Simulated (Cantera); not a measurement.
A Cantera script and what it prints.

```python
import numpy as np
import cantera as ct

gas_names = [...]  # 87 gases of nasa_gas.yaml made of C, H, Si
cond_names = """
    C(gr) C6H6(L) C7H8(L) C8H18(L),n-octa Si(cr) Si(L) SiC(b)
""".split()


# ... load() reads the species with a 1 bar reference pressure and builds the phases ...
atoms = {
    'SiH4': {'Si': 1, 'H': 4},
    'C3H8': {'C': 3, 'H': 8},
    'H2': {'H': 2},
}
top_T = {'C(gr)': 4500, 'SiC(b)': 3050}  # K; cautious upper limits of use, not melting points


# ... equilibrate(T, P, feed) seeds the gas with the atoms and calls Mixture.equilibrate('TP', solver="vcs", rtol=1e-11, max_steps=5000) ...
results = []
feed = {'SiH4': 1, 'C3H8': 0.03, 'H2': 6.8}  # mol
T = 1348.15  # K
P = 100000  # Pa
mix = equilibrate(T, P, feed)
results.append((T, P, feed, dict(zip(mix.species_names, mix.species_moles))))
x = sorted(zip(gas.X, gas.species_names), reverse=True)
print(f"T = {T:g} K  P = {P:g} Pa  gas = {mix.phase_moles(0):.4g} mol")
print("   x: " + "  ".join(f"{s} {v:.3e}" for v, s in x if v > 1e-06))
print("   condensed (mol): " + ("  ".join(f"{mix.phase(i).name} {mix.phase_moles(i):.4g}"
      for i in range(1, mix.n_phases) if mix.phase_moles(i) > 1e-12) or "none"))
```

Result:

```
T = 1348.15 K  P = 100000 Pa  gas = 8.92 mol
   x: H2 1.000e+00  CH4 2.196e-05  H 2.319e-06
   condensed (mol): Si(cr) 0.9102  SiC(b) 0.0898
```

These are equilibrium values from Cantera (NASA tables, ideal gas, pure condensed phases), not measurements of a reactor. Mutual solubility and eutectic melting of coexisting phases are not modelled.
